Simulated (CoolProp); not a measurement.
Properties of methane along the isotherm 200.5 K (Tc = 190.6 K, pc = 4599 kPa, ω = 0.011).

The numbers come from the reference Helmholtz-energy equation of state, Setzmann 1991 in CoolProp.

```csv
p (kPa),phase,expansivity (1/kK),Prandtl number
821,gas,___,0.788
1640,gas,7.076,0.837
2460,gas,8.842,___
3290,gas,11.71,1.04
4110,gas,16.98,1.28
4930,supercritical,29.87,1.82
5750,supercritical,78.45,3.79
6570,supercritical,52.05,3.61
7390,supercritical,___,2.62
8210,supercritical,19.27,2.22
9030,supercritical,___,2.01
9860,supercritical,12.79,1.88
10700,supercritical,11.13,1.79
11500,supercritical,9.989,1.72
```

Task: Complete the blanks.

Result: 
- 821, expansivity (1/kK): 5.868
- 2460, Prandtl number: 0.915
- 7390, expansivity (1/kK): 27.45
- 9030, expansivity (1/kK): 15.23

Viscosity comes from a separate model (Quiñones-Cisneros 2006). Thermal conductivity comes from a separate model (Friend 1989).
